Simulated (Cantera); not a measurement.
## Reactions in the system H-Nb-O

Standard-state values (1 bar) from the NASA 1993 polynomials, evaluated with Cantera. Values are per mole of reaction as written; species without (g) are pure solids or liquids, kept so even where they would boil at 1 bar.

2 H2O(g) + Nb → NbO2 + 2 H2(g)

| T (K) | ΔH° (kJ) | ΔS° (J/K) | ΔG° (kJ) | log10 K |
|---|---|---|---|---|
| 773 | -297.1 | -70.3 | -242.8 | 16.40 |
| 798 | -296.2 | -69.2 | -241.0 | 15.78 |
| 823 | -295.4 | -68.2 | -239.3 | 15.19 |
| 848 | -294.5 | -67.1 | -237.6 | 14.64 |
| 873 | -293.6 | -66.1 | -235.9 | 14.12 |
| 898 | -292.7 | -65.1 | -234.3 | 13.63 |
